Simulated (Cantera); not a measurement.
A perfectly stirred reactor is fed with CO : O2 : H2O : N2 = 0.0039 : 0.027 : 0.011 : 1 (molar parts), at 0.987 atm; it is held at 1325 K, and followed from long to short residence time.

Detailed kinetics in Cantera: GRI-Mech 3.0 (53 species, 325 reactions).

Problem. What does this change do: pressure from 0.987 atm to 9.87 atm?

Solution. 
| quantity | before | after |
|---|---|---|
| x(CO) at τ = 0.890 s | 5.01e-5 | 3.41e-5 |
| x(O2) at τ = 0.890 s | 0.0241 | 0.0241 |
| x(H2O) at τ = 0.890 s | 0.0106 | 0.0106 |
| x(H2) at τ = 0.890 s | 1.41e-6 | 1.38e-7 |
| x(N2O) at τ = 0.890 s | 7.33e-7 | 4.44e-7 |
| x(CO) at τ = 24.0 ms | 0.000537 | 0.000558 |
| x(O2) at τ = 24.0 ms | 0.0243 | 0.0244 |
| x(H2O) at τ = 24.0 ms | 0.0105 | 0.0106 |
| x(H2) at τ = 24.0 ms | 1.43e-5 | 2.09e-6 |
| x(N2O) at τ = 24.0 ms | 5.52e-7 | 1.37e-6 |
